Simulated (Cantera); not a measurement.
**Hydrocarbon pyrolysis for carbon deposition**

An isothermal, constant-pressure homogeneous reactor starts with CH4 : N2 = 1 : 16 (molar parts), at 1973 K and 0.00572 atm.

Model: GRI-Mech 3.0 (53 species, 325 reactions), integrated in Cantera. GRI-Mech 3.0 stops at C3 and has no aromatics, soot or wall deposition, so with more carbon than oxygen in the feed, carbon stays in small species such as C2H2 where larger ones or solid carbon would form. Radical loss at walls, strong at low pressure, is not modelled.

```json
[
 {"t (s)": "6.00e-5", "x CH4": "0.0588", "x C2H4": "2.33e-11", "x C2H": "<1e-12", "x C2H6": "1.08e-12", "x H": "4.77e-6", "x H2": "3.19e-6", "x C2H2": "<1e-12"},
 {"t (s)": "0.000251", "x CH4": "0.0588", "x C2H4": "5.13e-9", "x C2H": "<1e-12", "x C2H6": "1.20e-10", "x H": "6.99e-6", "x H2": "2.64e-5", "x C2H2": "2.53e-11"},
 {"t (s)": "0.00105", "x CH4": "0.0585", "x C2H4": "7.30e-7", "x C2H": "<1e-12", "x C2H6": "6.61e-9", "x H": "7.29e-6", "x H2": "0.000134", "x C2H2": "1.71e-8"},
 {"t (s)": "0.00441", "x CH4": "0.0575", "x C2H4": "5.92e-5", "x C2H": "7.99e-10", "x C2H6": "1.65e-7", "x H": "1.24e-5", "x H2": "0.000705", "x C2H2": "6.50e-6"},
 {"t (s)": "0.0185", "x CH4": "0.0471", "x C2H4": "0.00213", "x C2H": "2.74e-7", "x C2H6": "2.11e-6", "x H": "0.000108", "x H2": "0.0111", "x C2H2": "0.00168"},
 {"t (s)": "0.0775", "x CH4": "0.0116", "x C2H4": "0.000422", "x C2H": "2.82e-6", "x C2H6": "7.07e-7", "x H": "0.000509", "x H2": "0.0647", "x C2H2": "0.0211"},
 {"t (s)": "0.325", "x CH4": "0.00109", "x C2H4": "8.16e-6", "x C2H": "5.79e-6", "x C2H6": "1.72e-8", "x H": "0.00102", "x H2": "0.0810", "x C2H2": "0.0271"},
 {"t (s)": "1.36", "x CH4": "4.43e-5", "x C2H4": "1.91e-7", "x C2H": "1.09e-5", "x C2H6": "7.50e-11", "x H": "0.00191", "x H2": "0.0822", "x C2H2": "0.0276"},
 {"t (s)": "5.70", "x CH4": "1.86e-7", "x C2H4": "1.16e-7", "x C2H": "2.10e-5", "x C2H6": "<1e-12", "x H": "0.00364", "x H2": "0.0814", "x C2H2": "0.0276"},
 {"t (s)": "23.9", "x CH4": "5.98e-8", "x C2H4": "1.01e-7", "x C2H": "2.93e-5", "x C2H6": "<1e-12", "x H": "0.00504", "x H2": "0.0806", "x C2H2": "0.0276"},
 {"t (s)": "100", "x CH4": "6.16e-8", "x C2H4": "1.01e-7", "x C2H": "2.95e-5", "x C2H6": "<1e-12", "x H": "0.00507", "x H2": "0.0806", "x C2H2": "0.0276"}
]
```
x: mole fraction; the columns are a selection and need not sum to one.

Equilibrium at this temperature and pressure: CH4 1.71e-7, C2H4 1.87e-8, C2H 5.49e-6, C2H6 <1e-12, H 0.00507, H2 0.0806, C2H2 0.00513 (gas phase only).
